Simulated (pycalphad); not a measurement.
## Phase fractions of Si-5.142C (wt.%)

All values are pycalphad results on the COST 507 light-alloy database (1999) (1 atm), not direct measurements. These are 1990s assessments: newer ones move some temperatures and phases. Phase fractions are per mole of atoms. Diffusion is slow at the low end, where real alloys seldom reach equilibrium.

```json
[
 {"T (°C)": "2327", "liquid": "0.807", "CSI": "0.193", "diamond (Si)": "-"},
 {"T (°C)": "2247", "liquid": "0.796", "CSI": "0.204", "diamond (Si)": "-"},
 {"T (°C)": "2167", "liquid": "0.789", "CSI": "0.211", "diamond (Si)": "-"},
 {"T (°C)": "2087", "liquid": "0.784", "CSI": "0.216", "diamond (Si)": "-"},
 {"T (°C)": "2007", "liquid": "0.780", "CSI": "0.220", "diamond (Si)": "-"},
 {"T (°C)": "1927", "liquid": "0.778", "CSI": "0.222", "diamond (Si)": "-"},
 {"T (°C)": "1847", "liquid": "0.777", "CSI": "0.223", "diamond (Si)": "-"},
 {"T (°C)": "1767", "liquid": "0.776", "CSI": "0.224", "diamond (Si)": "-"},
 {"T (°C)": "1687", "liquid": "0.776", "CSI": "0.224", "diamond (Si)": "-"},
 {"T (°C)": "1607", "liquid": "0.775", "CSI": "0.225", "diamond (Si)": "-"},
 {"T (°C)": "1527", "liquid": "0.775", "CSI": "0.225", "diamond (Si)": "-"},
 {"T (°C)": "1447", "liquid": "0.775", "CSI": "0.225", "diamond (Si)": "-"},
 {"T (°C)": "1367", "liquid": "-", "CSI": "0.225", "diamond (Si)": "0.775"},
 {"T (°C)": "1287", "liquid": "-", "CSI": "0.225", "diamond (Si)": "0.775"},
 {"T (°C)": "1207", "liquid": "-", "CSI": "0.225", "diamond (Si)": "0.775"},
 {"T (°C)": "1127", "liquid": "-", "CSI": "0.225", "diamond (Si)": "0.775"},
 {"T (°C)": "1047", "liquid": "-", "CSI": "0.225", "diamond (Si)": "0.775"},
 {"T (°C)": "967", "liquid": "-", "CSI": "0.225", "diamond (Si)": "0.775"},
 {"T (°C)": "887", "liquid": "-", "CSI": "0.225", "diamond (Si)": "0.775"},
 {"T (°C)": "807", "liquid": "-", "CSI": "0.225", "diamond (Si)": "0.775"},
 {"T (°C)": "727", "liquid": "-", "CSI": "0.225", "diamond (Si)": "0.775"},
 {"T (°C)": "647", "liquid": "-", "CSI": "0.225", "diamond (Si)": "0.775"},
 {"T (°C)": "567", "liquid": "-", "CSI": "0.225", "diamond (Si)": "0.775"},
 {"T (°C)": "487", "liquid": "-", "CSI": "0.225", "diamond (Si)": "0.775"},
 {"T (°C)": "407", "liquid": "-", "CSI": "0.225", "diamond (Si)": "0.775"},
 {"T (°C)": "327", "liquid": "-", "CSI": "0.225", "diamond (Si)": "0.775"},
 {"T (°C)": "247", "liquid": "-", "CSI": "0.225", "diamond (Si)": "0.775"}
]
```

Database names, with the compositions (at.%) that they take in these runs: CSI: Si 50 C 50.
